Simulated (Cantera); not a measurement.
Input: 1 mol Si, 0.85 mol N2O, 220 mol H2, held at 1552 °C and 0.00580 bar.

Cantera equilibrium calculation (NASA polynomials, part measured and part estimated; ideal gas, pure solids and liquids). Gases not in the tables: Si2H6 and higher silanes. Kinetics and transport are ignored.

```csv
species,before,after
H2,0.986,0.998
N2,0.00382,0.00211
H,0.00574,3.24e-7
SiO,0.00382,6.00e-9
Si,0.000589,<1e-9
SiH,4.74e-5,<1e-9
SiH2,2.64e-5,<1e-9
"SiO2(β-quartz), mol",0,0.233
"Si2N2O(s), mol",0,0.384
```
Gas species are given as mole fractions.

Question: What was changed between the two runs?
(A) temperature from 1552 °C to 825 °C
(B) temperature from 1552 °C to 1852 °C
(C) N2O from 0.85 to 0.54 mol
(D) pressure from 0.00580 bar to 1.40 bar

Answer: A, temperature from 1552 °C to 825 °C. Mutual solubility and eutectic melting of coexisting phases are not modelled
